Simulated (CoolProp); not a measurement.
R113 along the isotherm 326.2 K: fugacity coefficient from the reference equation and from simpler models built on Tc = 487.2 K, pc = 3392 kPa, ω = 0.253; each cubic takes its own stable root.

The numbers come from the reference Helmholtz-energy equation of state, Marx 1992 in CoolProp.

```tsv
p (kPa)	phase	reference	van der Waals	Redlich-Kwong
1880	liquid	0.06673	0.2791	0.1096
3770	liquid	0.03629	0.1599	0.06017
5650	liquid	0.02639	0.1223	0.04414
7540	liquid	0.02155	0.1049	0.03635
9420	liquid	0.01879	0.09587	0.03194
11300	liquid	0.01705	0.09116	0.02921
13200	liquid	0.01590	0.08902	0.02744
15100	liquid	0.01514	0.08868	0.02630
17000	liquid	0.01464	0.08968	0.02561
```
